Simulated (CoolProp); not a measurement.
Properties of 1,2-dichloroethane along the isotherm 73.05 °C (Tc = 288.4 °C, pc = 52.26 bar, ω = 0.269).

Values from CoolProp's reference Helmholtz-energy equation of state, Thol 2015.

```tsv
p (bar)	phase	cp (kJ/(kg K))	cv (kJ/(kg K))	Joule-Thomson coefficient (K/MPa)
0.248	gas	0.8752	0.7883	33.21
0.418	gas	0.8784	0.7894	33.47
0.706	gas	0.8839	0.7913	33.93
1.19	liquid	1.351	0.9230	-0.3390
2.01	liquid	1.351	0.9229	-0.3392
3.39	liquid	1.351	0.9229	-0.3396
5.73	liquid	1.350	0.9229	-0.3402
9.66	liquid	1.349	0.9228	-0.3412
16.3	liquid	1.348	0.9226	-0.3428
27.5	liquid	1.346	0.9224	-0.3456
46.5	liquid	1.343	0.9220	-0.3500
78.4	liquid	1.338	0.9215	-0.3569
```
